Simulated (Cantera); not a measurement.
A closed system holds: 1 mol Pb, a varied amount of CO, 3.1 mol H2, held at 750 K and 21.0 Pa.

Method: chemical equilibrium by Gibbs-energy minimisation in Cantera with the NASA 1993 tables (ideal gas, pure condensed phases). Candidate condensed phases: C, C6H6, C7H8, C8H18, H2O, Pb, PbO, PbO2, Pb3O4; 113 gas species. Kinetics and transport are ignored.

x: gas mole fraction; n: condensed amount in mol.

```json
[
 {"n(CO) (mol)": "0.18", "x H2": "0.945", "x CO": "0.0534", "x CO2": "0.000333", "x H2O": "0.000963", "x CH4": "0.000599", "x Pb": "4.51e-5", "n C(graphite)": "0.00228", "n Pb(l)": "1.000"},
 {"n(CO) (mol)": "0.25", "x H2": "0.925", "x CO": "___", "x CO2": "___", "x H2O": "___", "x CH4": "0.000574", "x Pb": "4.51e-5", "n C(graphite)": "___", "n Pb(l)": "1.000"},
 {"n(CO) (mol)": "0.35", "x H2": "0.899", "x CO": "0.0979", "x CO2": "0.00112", "x H2O": "0.00168", "x CH4": "0.000542", "x Pb": "4.51e-5", "n C(graphite)": "0.00776", "n Pb(l)": "1.000"},
 {"n(CO) (mol)": "0.49", "x H2": "0.864", "x CO": "0.131", "x CO2": "0.00200", "x H2O": "0.00216", "x CH4": "0.000501", "x Pb": "4.51e-5", "n C(graphite)": "0.0131", "n Pb(l)": "1.000"},
 {"n(CO) (mol)": "0.68", "x H2": "0.822", "x CO": "0.172", "x CO2": "0.00344", "x H2O": "0.00269", "x CH4": "0.000453", "x Pb": "4.51e-5", "n C(graphite)": "0.0213", "n Pb(l)": "1.000"},
 {"n(CO) (mol)": "0.94", "x H2": "0.770", "x CO": "0.220", "x CO2": "0.00567", "x H2O": "0.00324", "x CH4": "0.000398", "x Pb": "4.51e-5", "n C(graphite)": "0.0341", "n Pb(l)": "1.000"},
 {"n(CO) (mol)": "1.3", "x H2": "0.709", "x CO": "0.278", "x CO2": "0.00900", "x H2O": "0.00376", "x CH4": "0.000337", "x Pb": "4.51e-5", "n C(graphite)": "0.0540", "n Pb(l)": "1.000"},
 {"n(CO) (mol)": "1.8", "x H2": "0.639", "x CO": "0.342", "x CO2": "0.0137", "x H2O": "0.00418", "x CH4": "0.000274", "x Pb": "4.51e-5", "n C(graphite)": "0.0848", "n Pb(l)": "1.000"},
 {"n(CO) (mol)": "2.5", "x H2": "___", "x CO": "___", "x CO2": "___", "x H2O": "0.00444", "x CH4": "___", "x Pb": "4.51e-5", "n C(graphite)": "___", "n Pb(l)": "1.000"},
 {"n(CO) (mol)": "3.5", "x H2": "0.480", "x CO": "0.487", "x CO2": "0.0278", "x H2O": "0.00447", "x CH4": "0.000155", "x Pb": "4.51e-5", "n C(graphite)": "0.205", "n Pb(l)": "1.000"},
 {"n(CO) (mol)": "4.8", "x H2": "0.404", "x CO": "0.556", "x CO2": "0.0361", "x H2O": "0.00429", "x CH4": "0.000109", "x Pb": "4.51e-5", "n C(graphite)": "0.306", "n Pb(l)": "1.000"},
 {"n(CO) (mol)": "6.7", "x H2": "0.328", "x CO": "0.623", "x CO2": "0.0453", "x H2O": "0.00390", "x CH4": "7.21e-5", "x Pb": "4.51e-5", "n C(graphite)": "0.459", "n Pb(l)": "1.000"}
]
```

### Question
Complete the blanks.

### Answer

- 0.25, x CO: 0.0723
- 0.25, x CO2: 0.000611
- 0.25, x H2O: 0.00128
- 0.25, n C(graphite): 0.00439
- 2.5, x H2: 0.562
- 2.5, x CO: 0.413
- 2.5, x CO2: 0.0199
- 2.5, x CH4: 0.000212
- 2.5, n C(graphite): 0.132
